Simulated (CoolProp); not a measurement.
Computed with CoolProp (reference Helmholtz-energy equation of state, Tillner-Roth 1997).

Problem. Give the vapour pressure (MPa), enthalpy of vaporisation (kJ/kg), vapour Z, surface tension (mN/m) of saturated CH2F2 (R32) at -3.95, 14.05, 58.75 °C.

Solution. 
| T (°C) | p (MPa) | enthalpy of vaporisation (kJ/kg) | vapour Z | surface tension (mN/m) |
|---|---|---|---|---|
| -3.95 | 0.715 | 321 | 0.855 | 11.7 |
| 14.05 | 1.25 | 292 | 0.794 | 8.58 |
| 58.75 | 3.83 | 180 | 0.556 | 1.93 |

Surface tension comes from a separate correlation (Mulero 2012).
